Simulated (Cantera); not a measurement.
# Thermodynamics of carbon deposition, reforming and gasification, feed toluene + H2

Input: 1 mol toluene, 1.8 mol H2, held at 0.240 bar.

Cantera equilibrium calculation (NASA polynomials, part measured and part estimated; ideal gas, pure solids and liquids). Candidate condensed phases: C, C6H6, C7H8, C8H18; 76 gas species. The numbers say what is thermodynamically allowed, not how fast it happens.

```tsv
T (°C)	x H2	x H	x CH4	x C2H2 (acetylene)	x CH3	x C4H2	n C(graphite)
775	0.986	1.57e-8	0.0136	3.88e-9	3.85e-9	<1e-12	6.92
925	0.996	3.87e-7	0.00382	9.85e-8	2.83e-8	<1e-12	6.98
1075	0.999	4.72e-6	0.00140	1.20e-6	1.31e-7	<1e-12	6.99
1225	0.999	3.51e-5	0.000622	8.81e-6	4.42e-7	2.97e-11	7.00
1375	0.999	0.000182	0.000321	4.47e-5	1.19e-6	7.78e-10	7.00
1525	0.999	0.000718	0.000186	0.000172	2.70e-6	1.17e-8	7.00
1675	0.997	0.00230	0.000117	0.000537	5.37e-6	1.16e-7	6.99
1825	0.992	0.00626	7.83e-5	0.00142	9.63e-6	8.18e-7	6.98
1975	0.982	0.0149	5.50e-5	0.00325	1.58e-5	4.40e-6	6.96
2125	0.962	0.0315	3.96e-5	0.00664	2.39e-5	1.89e-5	6.92
```
x: gas mole fraction; n: condensed amount in mol.

From 775 °C to 2125 °C the condensed part is C(graphite). The main C-bearing gas is CH4 at 775 °C and C2H2 (acetylene) at 2125 °C.
